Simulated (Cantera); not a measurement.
A closed system holds: 1 mol SiH2Cl2, 0.014 mol Cl2, 170 mol H2, held at 1.60 mbar.

Cantera equilibrium calculation (NASA polynomials, part measured and part estimated; ideal gas, pure solids and liquids). Candidate condensed phases: Si; 19 gas species. The tables' values for SiCl are old estimates; treat these amounts as uncertain. Gases not in the tables: Si2H6 and higher silanes. The numbers say what is thermodynamically allowed, not how fast it happens.

x: gas mole fraction; n: condensed amount in mol.

| T (K) | x H2 | x HCl | x H | x Si | x SiCl2 | x SiH | n Si(s) | n Si(l) |
|---|---|---|---|---|---|---|---|---|
| 1200 | 0.989 | 0.0112 | 4.91e-6 | 8.67e-10 | 0.000298 | 5.17e-10 | 0.948 | 0 |
| 1250 | 0.989 | 0.0111 | 1.20e-5 | 5.19e-9 | 0.000316 | 2.28e-9 | 0.945 | 0 |
| 1300 | 0.989 | 0.0111 | 2.75e-5 | 2.71e-8 | 0.000333 | 8.93e-9 | 0.942 | 0 |
| 1350 | 0.989 | 0.0111 | 5.92e-5 | 1.25e-7 | 0.000350 | 3.16e-8 | 0.940 | 0 |
| 1400 | 0.988 | 0.0111 | 0.000121 | 5.14e-7 | 0.000365 | 1.02e-7 | 0.937 | 0 |
| 1450 | 0.988 | 0.0110 | ___ | ___ | 0.000379 | ___ | 0.934 | 0 |
| 1500 | 0.988 | 0.0110 | 0.000437 | 6.58e-6 | 0.000393 | 8.39e-7 | 0.930 | 0 |
| 1550 | 0.988 | 0.0110 | 0.000783 | 2.08e-5 | 0.000405 | 2.17e-6 | 0.925 | 0 |
| 1600 | 0.987 | 0.0109 | 0.00135 | 6.09e-5 | 0.000417 | 5.28e-6 | 0.914 | 0 |
| 1650 | 0.986 | 0.0109 | ___ | ___ | 0.000427 | ___ | 0.891 | 0 |
| 1700 | 0.985 | 0.0108 | 0.00366 | 0.000424 | 0.000428 | 2.60e-5 | 0 | 0.840 |
| 1750 | 0.982 | 0.0108 | 0.00576 | 0.000938 | 0.000398 | 4.92e-5 | 0 | 0.747 |

**Question.** Some entries are withheld; supply them.

**Answer.** 
- 1450, x H: 0.000235
- 1450, x Si: 1.92e-6
- 1450, x SiH: 3.04e-7
- 1650, x H: 0.00226
- 1650, x Si: 0.000167
- 1650, x SiH: 1.22e-5
